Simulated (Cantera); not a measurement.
Charge: 1 mol SiH2Cl2, 1.3 mol NH3, 1.3 mol N2, equilibrated at 1400 K and 750 Torr.

These are equilibrium values from Cantera (NASA tables, ideal gas, pure condensed phases), not measurements of a reactor. Candidate condensed phases: NH4Cl, Si, Si3N4; 28 gas species. The tables' values for SiCl3 are old estimates; treat these amounts as uncertain. Equilibrium is a limit: real reactors are often held back by kinetics, nucleation or transport.

Base state: H2 0.408, HCl 0.316, N2 0.258, SiCl4 0.0147, SiCl3 0.00140, SiHCl3 0.00134, SiCl2 0.000571, SiH2Cl2 1.84e-5 (mole fractions); condensed: Si3N4(s).

**Question.** What changes in the equilibrium state with this change: temperature from 1400 K to 1873 K?

**Answer.** 
```
species          before     after
-------------  --------  --------
H2                0.408     0.433
N2                0.258     0.283
HCl               0.316     0.212
SiCl2          0.000571    0.0619
SiCl4            0.0147   0.00125
SiCl              <1e-9   3.45e-5
H               3.11e-6  0.000425
Cl              1.98e-6  0.000158
SiCl3           0.00140   0.00741
SiH2Cl2         1.84e-5   8.61e-5
Si3N4(s), mol     0.302     0.203
```
The tables' values for SiCl3, SiCl are old estimates; treat these amounts as uncertain.
